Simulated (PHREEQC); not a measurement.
Dissolve 0.071 mol/kgw AlCl3 at 67 °C. Closed to the air; pH follows from the charge balance.

All values are PHREEQC results (ion-association model, phreeqc.dat), not measurements.

```json
{
  "pH": "2.80",
  "ionic_strength": "0.422 mol/kgw",
  "specific_conductance": "35300 µS/cm",
  "density": "0.988 g/cm³"
}
```

| species | molality | activity | log γ |
|---|---|---|---|
| Cl- | 0.213 | 0.136 | -0.194 |
| Al+3 | 0.0690 | 0.00556 | -1.094 |
| H+ | 0.00209 | 0.00158 | -0.122 |
| AlOH+2 | 0.00198 | 0.000431 | -0.661 |
| Al(OH)2+ | 5.49e-5 | 3.75e-5 | -0.165 |
| Al(OH)3 | 3.22e-8 | 3.55e-8 | 0.042 |

No solid was allowed to form. Saturation is exceeded, for instance for Gibbsite (slow to form); the values hold only as long as no solid forms. Constants without temperature data keep their 25 °C values here.
